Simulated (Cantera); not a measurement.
Cantera run, input and output.

```python
import numpy as np
import cantera as ct

gas = ct.Solution("gri30.yaml")
gas.TPX = 1425, 19000, {'CH4': 1, 'H2O': 0.36, 'H2': 0.3}
reactor = ct.IdealGasConstPressureReactor(gas, energy="off", clone=False)
net = ct.ReactorNet([reactor])
net.rtol, net.atol = 1e-08, 1e-18
show = ['CH4', 'H2O', 'H2', 'C2H4', 'CH2', 'C2H']
times = np.geomspace(0.001, 100, 9)

steps = ct.SolutionArray(gas, extra=["t"])
rows = []
print(f"{'t/s':>10s}{'T/K':>9s}{'P/Pa':>11s}" + "".join(f"{s:>11s}" for s in show))
for t in times:
    while net.time < t:
        t_next = net.step()
        steps.append(gas.state, t=t_next)
    rows.append([np.interp(t, steps.t, y) for y in (steps.T, steps.P, *steps(*show).X.T)])
    print(f"{t:10.3e}{rows[-1][0]:9.1f}{rows[-1][1]:11.4g}" + "".join(f"{x:11.3e}" for x in rows[-1][2:]))
rate = np.gradient(steps.T, steps.t)
print("integrator steps:", len(steps.t))
if steps.T.max() > steps.T[0] + 200:
    print(f"time of steepest temperature rise: {steps.t[rate.argmax()]:.4e} s")
gas.TPX = 1425, 19000, {'CH4': 1, 'H2O': 0.36, 'H2': 0.3}
gas.equilibrate("TP")
print(f"equilibrium (TP): T = {gas.T:.1f} K  " + "  ".join(f"{s} {gas[s].X[0]:.3e}" for s in show))
```

Output:

```
       t/s      T/K       P/Pa        CH4        H2O         H2       C2H4        CH2        C2H
 1.000e-03   1425.0    1.9e+04  6.024e-01  2.169e-01  1.807e-01  2.741e-07  9.297e-11  8.315e-19
 4.217e-03   1425.0    1.9e+04  6.022e-01  2.169e-01  1.808e-01  9.740e-06  4.546e-10  5.198e-16
 1.778e-02   1425.0    1.9e+04  6.014e-01  2.168e-01  1.813e-01  1.469e-04  9.543e-10  6.984e-14
 7.499e-02   1425.0    1.9e+04  5.967e-01  2.164e-01  1.846e-01  1.349e-03  1.474e-09  4.948e-12
 3.162e-01   1425.0    1.9e+04  5.746e-01  2.137e-01  2.022e-01  3.486e-03  1.465e-09  8.340e-11
 1.334e+00   1425.0    1.9e+04  4.946e-01  2.026e-01  2.682e-01  3.657e-03  1.417e-09  4.497e-10
 5.623e+00   1425.0    1.9e+04  3.129e-01  1.762e-01  4.189e-01  5.316e-03  1.341e-09  1.293e-09
 2.371e+01   1425.0    1.9e+04  1.196e-01  1.360e-01  5.876e-01  9.425e-03  1.235e-09  2.607e-09
 1.000e+02   1425.0    1.9e+04  7.586e-02  7.663e-02  6.629e-01  9.099e-03  7.923e-10  2.542e-09
integrator steps: 1110
equilibrium (TP): T = 1425.0 K  CH4 6.399e-02  H2O 3.090e-07  H2 7.269e-01  C2H4 6.430e-03  CH2 3.283e-10  C2H 1.599e-09
```

Computed with Cantera and GRI-Mech 3.0 (53 species, 325 reactions). GRI-Mech 3.0 stops at C3 and has no aromatics, soot or wall deposition, so with more carbon than oxygen in the feed, carbon stays in small species such as C2H2 where larger ones or solid carbon would form.
